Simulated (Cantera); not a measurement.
Thermodynamics of silicon carbide growth, feed (CH₃)₂SiCl₂ + C₂H₄ + H₂

Input: 1 mol (CH₃)₂SiCl₂, 0.021 mol C₂H₄, 110 mol H₂, equilibrated at 1952 °C and 97.0 mbar.

Cantera equilibrium calculation (NASA polynomials, part measured and part estimated; ideal gas, pure solids and liquids). Candidate condensed phases: C, C₆H₆, C₇H₈, C₈H₁₈, Si, SiC; 109 gas species. The feed counts by its element totals alone. The tables' values for SiCl are old estimates; treat these amounts as uncertain. Gases not in the tables: Si₂H₆ and higher silanes. The numbers say what is thermodynamically allowed, not how fast it happens.

The x(H₂) is 0.959, the x(H) is 0.0204 and the x(HCl) comes out as 0.0169. The x(C₂H₂ (acetylene)) comes out as 0.00281 and the x(Si) comes out as 0.000559. The x(Cl) comes out as 0.000261 and the x(SiH) comes out as 7.19e-5. The x(SiCl₂) is 6.50e-5 and the x(SiC₂) comes out as 5.90e-5. The n(C(graphite)) is 0.473 mol and the n(SiC(s)) is 0.896 mol. The gas amount comes out as 115.3 mol. The log10 activity of Si(l) (absent) is -0.94.
